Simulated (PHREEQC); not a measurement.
Dissolve 0.19 mol MgCl2, 7.3e-05 mol Na2CO3 and 0.0024 mol KCl per kg of water at 25 °C. Closed to the air; pH follows from the charge balance.

Computed with PHREEQC (ion-association model, phreeqc.dat).

No solid was allowed to form.

**Question.** Order these C species by the share of C that they hold, largest first: CO2, MgCO3, HCO3-, MgHCO3+, CO3-2.

**Answer.** HCO3- (49 %), MgHCO3+ (34 %), MgCO3 (15 %), CO3-2 (1.5 %), CO2 (0.32 %)

The pH is 8.32 and the ionic strength 0.572 mol/kgw.
